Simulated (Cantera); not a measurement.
A Cantera script and what it prints.

```python
import numpy as np
import cantera as ct

gas_names = [...]  # 123 gases of nasa_gas.yaml made of C, H, O, S
cond_names = """
    C(gr) C6H6(L) C7H8(L) C8H18(L),n-octa H2O(s) H2O(L) H2SO4(L) S(cr1) S(cr2) S(L)
""".split()


# ... load() reads the species with a 1 bar reference pressure and builds the phases ...
atoms = {
    'CS2': {'C': 1, 'S': 2},
    'SO2': {'S': 1, 'O': 2},
    'H2': {'H': 2},
}
top_T = {'C(gr)': 4500}  # K; cautious upper limits of use, not melting points


# ... equilibrate(T, P, feed) seeds the gas with the atoms and calls Mixture.equilibrate('TP', solver="vcs", rtol=1e-11, max_steps=5000) ...
results = []
feed = {'CS2': 1, 'SO2': 0.018, 'H2': 1.6}  # mol
P = 2400000  # Pa
for T in [1975, 2025, 2075, 2125, 2175, 2225, 2275, 2325, 2375, 2425, 2475, 2525, 2575, 2625]:
    mix = equilibrate(T, P, feed)
    results.append((T, P, feed, dict(zip(mix.species_names, mix.species_moles))))
    x = sorted(zip(gas.X, gas.species_names), reverse=True)
    print(f"T = {T:g} K  P = {P:g} Pa  gas = {mix.phase_moles(0):.4g} mol")
    print("   x: " + "  ".join(f"{s} {v:.3e}" for v, s in x if v > 0.001))
    print("   condensed (mol): " + ("  ".join(f"{mix.phase(i).name} {mix.phase_moles(i):.4g}"
          for i in range(1, mix.n_phases) if mix.phase_moles(i) > 1e-12) or "none"))
```

It prints:

```
T = 1975 K  P = 2.4e+06 Pa  gas = 2.315 mol
   x: H2 3.961e-01  H2S 2.863e-01  CS2 2.310e-01  S2 5.439e-02  CO 1.514e-02  SH 9.920e-03  CS 4.393e-03  CH4 1.710e-03
   condensed (mol): C(gr) 0.414
T = 2025 K  P = 2.4e+06 Pa  gas = 2.34 mol
   x: H2 4.109e-01  H2S 2.632e-01  CS2 2.343e-01  S2 5.612e-02  CO 1.502e-02  SH 1.147e-02  CS 6.107e-03  CH4 1.611e-03
   condensed (mol): C(gr) 0.3956
T = 2075 K  P = 2.4e+06 Pa  gas = 2.365 mol
   x: H2 4.241e-01  H2S 2.419e-01  CS2 2.369e-01  S2 5.765e-02  CO 1.489e-02  SH 1.312e-02  CS 8.341e-03  CH4 1.513e-03
   condensed (mol): C(gr) 0.3776
T = 2125 K  P = 2.4e+06 Pa  gas = 2.39 mol
   x: H2 4.358e-01  CS2 2.387e-01  H2S 2.223e-01  S2 5.899e-02  SH 1.488e-02  CO 1.477e-02  CS 1.120e-02  CH4 1.418e-03
   condensed (mol): C(gr) 0.3597
T = 2175 K  P = 2.4e+06 Pa  gas = 2.414 mol
   x: H2 4.461e-01  CS2 2.396e-01  H2S 2.042e-01  S2 6.011e-02  SH 1.673e-02  CS 1.482e-02  CO 1.465e-02  CH4 1.326e-03
   condensed (mol): C(gr) 0.3415
T = 2225 K  P = 2.4e+06 Pa  gas = 2.438 mol
   x: H2 4.550e-01  CS2 2.397e-01  H2S 1.875e-01  S2 6.099e-02  CS 1.931e-02  SH 1.865e-02  CO 1.453e-02  C2H2,acetylene 1.335e-03  CH4 1.238e-03
   condensed (mol): C(gr) 0.3227
T = 2275 K  P = 2.4e+06 Pa  gas = 2.463 mol
   x: H2 4.625e-01  CS2 2.388e-01  H2S 1.720e-01  S2 6.163e-02  CS 2.481e-02  SH 2.062e-02  CO 1.441e-02  C2H2,acetylene 1.762e-03  H 1.179e-03  CH4 1.155e-03
   condensed (mol): C(gr) 0.3028
T = 2325 K  P = 2.4e+06 Pa  gas = 2.488 mol
   x: H2 4.686e-01  CS2 2.370e-01  H2S 1.578e-01  S2 6.200e-02  CS 3.146e-02  SH 2.264e-02  CO 1.428e-02  C2H2,acetylene 2.291e-03  H 1.537e-03  CH4 1.075e-03  S 1.010e-03
   condensed (mol): C(gr) 0.2815
T = 2375 K  P = 2.4e+06 Pa  gas = 2.514 mol
   x: H2 4.734e-01  CS2 2.343e-01  H2S 1.445e-01  S2 6.208e-02  CS 3.939e-02  SH 2.466e-02  CO 1.415e-02  C2H2,acetylene 2.940e-03  H 1.981e-03  S 1.282e-03
   condensed (mol): C(gr) 0.2583
T = 2425 K  P = 2.4e+06 Pa  gas = 2.541 mol
   x: H2 4.769e-01  CS2 2.305e-01  H2S 1.323e-01  S2 6.186e-02  CS 4.873e-02  SH 2.668e-02  CO 1.401e-02  C2H2,acetylene 3.724e-03  H 2.523e-03  S 1.608e-03
   condensed (mol): C(gr) 0.2326
T = 2475 K  P = 2.4e+06 Pa  gas = 2.57 mol
   x: H2 4.791e-01  CS2 2.256e-01  H2S 1.208e-01  S2 6.132e-02  CS 5.957e-02  SH 2.866e-02  CO 1.386e-02  C2H2,acetylene 4.659e-03  H 3.179e-03  S 1.992e-03
   condensed (mol): C(gr) 0.204
T = 2525 K  P = 2.4e+06 Pa  gas = 2.601 mol
   x: H2 4.800e-01  CS2 2.198e-01  H2S 1.102e-01  CS 7.202e-02  S2 6.045e-02  SH 3.056e-02  CO 1.371e-02  C2H2,acetylene 5.763e-03  H 3.964e-03  S 2.440e-03
   condensed (mol): C(gr) 0.172
T = 2575 K  P = 2.4e+06 Pa  gas = 2.634 mol
   x: H2 4.796e-01  CS2 2.129e-01  H2S 1.003e-01  CS 8.611e-02  S2 5.925e-02  SH 3.236e-02  CO 1.355e-02  C2H2,acetylene 7.050e-03  H 4.896e-03  S 2.957e-03
   condensed (mol): C(gr) 0.1361
T = 2625 K  P = 2.4e+06 Pa  gas = 2.67 mol
   x: H2 4.779e-01  CS2 2.050e-01  CS 1.019e-01  H2S 9.099e-02  S2 5.770e-02  SH 3.402e-02  CO 1.338e-02  C2H2,acetylene 8.534e-03  H 5.991e-03  S 3.544e-03
   condensed (mol): C(gr) 0.09589
```

These are equilibrium values from Cantera (NASA tables, ideal gas, pure condensed phases), not measurements of a reactor.
